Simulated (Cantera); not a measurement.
Mixture: 24.0 % CO, 17.7 % H₂, 12.3 % O₂, 46.0 % N₂, equivalence ratio 1.7, at 15.0 bar, adiabatic and at constant volume. Ignition delay is the time to a rise of 400 K.

Cantera simulation using GRI-Mech 3.0 (53 species, 325 reactions); the numbers are that mechanism's predictions, not measurements. The hydrogen kinetics of GRI-Mech 3.0 are dated; newer H2 mechanisms differ, most at raised pressure. The pressure lies above the range GRI-Mech 3.0 was tuned for (to about 10 atm). Where the delays flatten at high temperature, the 400 K rule measures the pace of heat release, not the induction time.

Predict: delay at 1000 K; delay at 1200 K; delay at 1400 K; delay at 1600 K; delay at 1800 K.


| Property | Value |
|---|---|
| delay at 1000 K | 2.33 ms |
| delay at 1200 K | 34.7 µs |
| delay at 1400 K | 2.22 µs |
| delay at 1600 K | 0.894 µs |
| delay at 1800 K | 0.543 µs |
